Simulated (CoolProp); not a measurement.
A Linde-Hampson liquefier for ethane: isothermal reversible compression at 320 K from 1 atm to 30 MPa, throttling to 1 atm, return gas leaving the recuperator 2 K below the feed. Each further row changes one setting.

Values from CoolProp's reference Helmholtz-energy equation of state, Bücker 2006.

```csv
case,liquid yield per pass,compression work (kJ/kg of gas)
as stated,(withheld),390
high pressure 60 MPa,(withheld),457
warm-end temperature 350 K,(withheld),457
warm-end gap 7 K,0.457,390
```

Problem. Fill in the missing entries.

Solution. 
- as stated, liquid yield per pass: 0.464
- high pressure 60 MPa, liquid yield per pass: 0.436
- warm-end temperature 350 K, liquid yield per pass: 0.390
